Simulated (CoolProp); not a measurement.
R1132(E) at 250 K and 0.28 MPa is throttled through a valve to 0.167 MPa with no heat exchange. Each further row changes one setting.

Model: reference Helmholtz-energy equation of state, Akasaka 2024, in CoolProp.

```json
[
 {"case": "as stated", "temperature change (K)": "-3.2", "final density (kg/m³)": "5.41"},
 {"case": "outlet pressure 0.0501 MPa", "temperature change (K)": "-6.6", "final density (kg/m³)": "1.60"},
 {"case": "outlet pressure 0.217 MPa", "temperature change (K)": "-1.8", "final density (kg/m³)": "7.07"}
]
```
